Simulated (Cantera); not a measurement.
## Thermodynamics of sublimation and decomposition of ceramics, feed MgO + H2

Charge: 1 mol MgO, 0.7 mol H2, held at 160 Pa.

These are equilibrium values from Cantera (NASA tables, ideal gas, pure condensed phases), not measurements of a reactor. Candidate condensed phases: H2O, Mg, MgO, Mg(OH)2; 15 gas species. The tables' values for MgH are old estimates; treat these amounts as uncertain. Rates play no part.

```tsv
T (K)	log p H2	log p Mg	log p H	log p H2O	log p O	log p O2	log p OH	n MgO(s)
1898	-2.84	-4.16	-4.53	-4.17	-8.75	-10.43	-6.94	0.968
1998	-2.90	-3.86	-4.24	-3.86	-7.70	-9.03	-6.21	0.933
2098	-2.99	-3.61	-4.01	-3.62	-6.72	-7.72	-5.56	0.869
2198	-3.16	-3.42	-3.83	-3.44	-5.80	-6.46	-4.97	0.766
2298	-3.42	-3.29	-3.73	-3.34	-4.92	-5.23	-4.45	0.616
2398	-3.86	-3.17	-3.73	-3.46	-4.11	-4.09	-4.07	0.221
2498	-3.97	-3.18	-3.59	-3.72	-3.82	-3.95	-4.02	0
2598	-4.01	-3.22	-3.43	-4.00	-3.65	-4.02	-4.05	0
2698	-4.14	-3.26	-3.32	-4.37	-3.52	-4.15	-4.15	0
2798	-4.33	-3.29	-3.25	-4.83	-3.44	-4.34	-4.31	0
2898	-4.55	-3.30	-3.22	-5.34	-3.39	-4.57	-4.52	0
2998	-4.80	-3.31	-3.20	-5.86	-3.36	-4.83	-4.74	0
```
log p: log10 of the partial pressure in bar; n: condensed amount in mol.

From 1898 K to 2398 K the condensed part is MgO(s). From 2498 K to 2998 K nothing is condensed. The main Mg-bearing gas is Mg throughout.
